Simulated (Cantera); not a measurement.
Charge: 1 mol CuF₂, 0.89 mol H₂, 21 mol N₂, held at 1102 °C and 10.0 Torr.

Method: chemical equilibrium by Gibbs-energy minimisation in Cantera with the NASA 1993 tables (ideal gas, pure condensed phases). Candidate condensed phases: Cu, CuF₂; 25 gas species. Kinetics and transport are ignored.

Base state: N₂ 0.913, HF 0.0774, CuF 0.00948, Cu 6.17e-5, CuF₂ 4.03e-5 (mole fractions); condensed: Cu(l).

Task: What changes in the equilibrium state with this change: CuF₂ replaced by PbF₂?

Result: 
```csv
species,before,after
N₂,0.913,0.883
HF,0.0774,0.0748
Pb,0,0.0364
CuF,0.00948,0
PbF₂,0,0.00353
PbF,0,0.00207
Cu,6.17e-5,0
CuF₂,4.03e-5,0
PbF₄,0,3.65e-5
"Cu(l), mol",0.780,0
```
Further candidate phases: Pb, PbF₂.
